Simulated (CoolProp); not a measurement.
Aqueous sodium chloride as a coolant, 10 % by mass, freezing at -6.6 °C, 1 atm.

The numbers come from the Melinder's fits for secondary coolants in CoolProp.

```tsv
T (°C)	cp (kJ/(kg K))	viscosity (mPa s)	density (kg/m³)	conductivity (W/(m K))
-4.8	3.678	2.42	1078	0.548
1.6	3.691	1.97	1076	0.558
8.1	3.703	1.63	1075	0.569
14.5	3.714	1.37	1072	0.580
21	3.724	1.17	1070	0.590
27.4	3.732	1.01	1068	0.601
33.9	3.740	0.892	1065	0.611
```
